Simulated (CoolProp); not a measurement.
R1233zd(E) at several states: density (kg/m³) from the reference equation and from simpler models built on Tc = 438.9 K, pc = 3.583 MPa, ω = 0.304; each cubic takes its own stable root.

Computed with CoolProp (reference Helmholtz-energy equation of state, Akasaka 2022).

```csv
T (K),p (MPa),phase,reference,van der Waals,Redlich-Kwong,Soave-Redlich-Kwong,Peng-Robinson
307.4,0.0218,gas,1.121,1.118,1.119,1.120,1.120
235.4,0.662,liquid,1405,824.7,1220,1257,1415
210.5,0.234,liquid,1456,850.0,1263,[?],1454
423.4,9.39,liquid,957.8,654.3,834.6,[?],945.3
177.3,0.0225,liquid,1523,[?],1315,[?],1500
```

### Question
Fill in the missing entries.

### Answer

- 210.5, Soave-Redlich-Kwong: 1294
- 423.4, Soave-Redlich-Kwong: 845.5
- 177.3, van der Waals: 882.6
- 177.3, Soave-Redlich-Kwong: 1338
